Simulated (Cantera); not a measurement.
Fe + CO2 + N2 (metals in furnace atmospheres)

A closed system holds: 1 mol Fe, a varied amount of CO2, 1.3 mol N2, at 1750 °C and 0.100 bar.

Cantera equilibrium calculation (NASA polynomials, part measured and part estimated; ideal gas, pure solids and liquids). Candidate condensed phases: C, Fe, Fe(CO)5, FeO, Fe2O3, Fe3O4; 27 gas species. The tables' stoichiometric FeO is somewhat more stable than real wüstite, so its field is too wide. FeO: taken at fixed stoichiometry. The numbers say what is thermodynamically allowed, not how fast it happens.

```
n(CO2) (mol)  x CO2    x N2    x CO      x O2  n FeO(l)
------------  -----  ------  ------  --------  --------
1.5           0.179   0.464   0.356   6.49e-6     0.997
2.4           0.378   0.351   0.270   5.02e-5     0.999
3.7           0.539   0.260   0.200  0.000185     0.999
5.7           0.670   0.185   0.144  0.000553     0.999
8.9           0.770   0.127   0.101   0.00148     0.999
14            0.839  0.0845  0.0724   0.00343     0.999
21            0.878  0.0577  0.0572   0.00604     0.998
```
x: gas mole fraction; n: condensed amount in mol.

From 1.5 mol CO2 to 21 mol CO2 the condensed part is FeO(l). The main Fe-bearing gas is Fe at 1.5 mol CO2 and FeO at 21 mol CO2.
